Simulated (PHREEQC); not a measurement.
Make-up at 25 °C: 0.054 mmol/kgw CaCl2, 0.49 mmol/kgw NaHCO3 and 0.02 mmol/kgw KCl. Closed to the air; pH follows from the charge balance.

Model: ion-association model, wateq4f.dat, run in PHREEQC.

```yaml
pH: 8.23
ionic_strength: 0.000674 mol/kgw
total_alkalinity: 0.490 meq/kg
```

```json
[
 {"species": "Na+", "molality": "0.000490", "activity": "0.000476", "log γ": "-0.013"},
 {"species": "HCO3-", "molality": "0.000479", "activity": "0.000465", "log γ": "-0.013"},
 {"species": "Cl-", "molality": "0.000128", "activity": "0.000124", "log γ": "-0.013"},
 {"species": "Ca+2", "molality": "5.34e-5", "activity": "4.75e-5", "log γ": "-0.051"},
 {"species": "K+", "molality": "2.00e-5", "activity": "1.94e-5", "log γ": "-0.013"},
 {"species": "CO2", "molality": "6.20e-6", "activity": "6.20e-6", "log γ": "0.000"},
 {"species": "CO3-2", "molality": "4.14e-6", "activity": "3.68e-6", "log γ": "-0.051"}
]
```

This is a speciation only: nothing precipitates in the calculation.
